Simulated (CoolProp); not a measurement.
Properties of decamethyltetrasiloxane (MD2M) along the isobar 651 kPa (Tc = 599.4 K, pc = 1144 kPa, ω = 0.635).

Model: reference Helmholtz-energy equation of state, Thol 2017, in CoolProp.

```csv
T (K),phase,isothermal compressibility (1/MPa),expansivity (1/kK),fugacity coefficient
248.9,liquid,0.001123,1.132,6.231e-7
267.3,liquid,0.001287,1.139,(withheld)
285.6,liquid,0.001477,1.152,3.081e-5
304,liquid,0.001702,1.172,(withheld)
322.3,liquid,0.001969,1.199,0.0005041
340.7,liquid,0.002291,1.234,0.001530
359,liquid,(withheld),1.276,0.003975
377.4,liquid,0.003167,1.330,0.009164
395.7,liquid,0.003773,1.395,0.01894
414.1,liquid,0.004554,1.476,0.03592
432.4,liquid,0.005572,1.577,0.06292
450.8,liquid,0.006948,1.704,(withheld)
469.1,liquid,(withheld),1.865,0.1602
```

Problem. Fill in the missing entries.

Solution. 
- 267.3, fugacity coefficient: 5.223e-6
- 304, fugacity coefficient: 0.0001397
- 359, isothermal compressibility (1/MPa): 0.002681
- 450.8, fugacity coefficient: 0.1035
- 469.1, isothermal compressibility (1/MPa): 0.008846
